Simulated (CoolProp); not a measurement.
A simple Rankine cycle with n-perfluorobutane: condensing at 297.15 K, boiler at 0.781 MPa, turbine inlet 449 K, turbine efficiency 0.6, pump efficiency 0.7, no recuperator. Each further row changes one setting.

Computed with CoolProp (reference Helmholtz-energy equation of state, Gao 2022).

```tsv
case	thermal efficiency (%)	net work (kJ/kg)	heat in (kJ/kg)	turbine exit temperature (K)	volume ratio over the turbine
as stated	4.0	9.24	228	436.3	3.06
condensing temperature 289.15 K	4.9	11.5	237	433.6	4.00
boiler pressure 0.547 MPa	2.8	6.44	230	440.7	2.12
turbine efficiency 0.5	3.3	7.62	228	438.0	3.08
```
